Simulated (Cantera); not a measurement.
Feed: 1 mol Si, 0.57 mol Cl2, 19 mol H2, at 13300 Pa.

Cantera equilibrium calculation (NASA polynomials, part measured and part estimated; ideal gas, pure solids and liquids). Candidate condensed phases: Si; 19 gas species. The tables' values for SiCl3 are old estimates; treat these amounts as uncertain. The numbers say what is thermodynamically allowed, not how fast it happens. All values below are at 1173 K.

Base state: H2 0.961, HCl 0.0295, SiCl4 0.00349, SiHCl3 0.00265, SiCl2 0.00206, SiCl3 0.000855, SiH2Cl2 0.000258 (mole fractions); condensed: Si(s).

### Question
What changes in the equilibrium state with this change: pressure from 13300 Pa to 100000 Pa?

### Answer
```csv
species,before,after
H2,0.961,0.969
HCl,0.0295,0.0191
SiHCl3,0.00265,0.00539
SiH3Cl,6.80e-6,3.34e-5
SiH2Cl2,0.000258,0.000814
SiCl2,0.00206,0.000861
SiCl3,0.000855,0.000632
SiCl4,0.00349,0.00457
"Si(s), mol",0.819,0.762
```

### Question
What changes in the equilibrium state with this change: pressure from 13300 Pa to 2000000 Pa?

### Answer
| species | before | after |
|---|---|---|
| H2 | 0.961 | 0.974 |
| SiHCl3 | 0.00265 | 0.00951 |
| HCl | 0.0295 | 0.00854 |
| SiH4 | 7.59e-8 | 1.17e-5 |
| SiH3Cl | 6.80e-6 | 0.000299 |
| SiH2Cl2 | 0.000258 | 0.00324 |
| SiCl2 | 0.00206 | 0.000170 |
| Si(s), mol | 0.819 | 0.672 |
Gases not in the tables: Si2H6 and higher silanes.
